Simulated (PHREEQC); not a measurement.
# Polishing slurry liquid: an equilibrium model

Solution (25 °C): 0.0025 mol HNO3 and 0.03 mol Al(NO3)3 per kg of water. Closed to the air; pH follows from the charge balance.

Computed with PHREEQC (ion-association model, phreeqc.dat).

The pH is 2.69 and the ionic strength is 0.182 mol/kgw. The specific conductance is 8800 µS/cm and the density is 1.002 g/cm³. The total alkalinity comes out as -2.50 meq/kg.

```csv
species,molality,activity,log γ
NO3-,0.0925,0.0650,-0.153
Al+3,0.0299,0.00407,-0.866
H+,0.00256,0.00205,-0.096
AlOH+2,6.16e-5,1.97e-5,-0.496
Al(OH)2+,9.97e-8,7.49e-8,-0.124
```

Precipitation was switched off in this run.
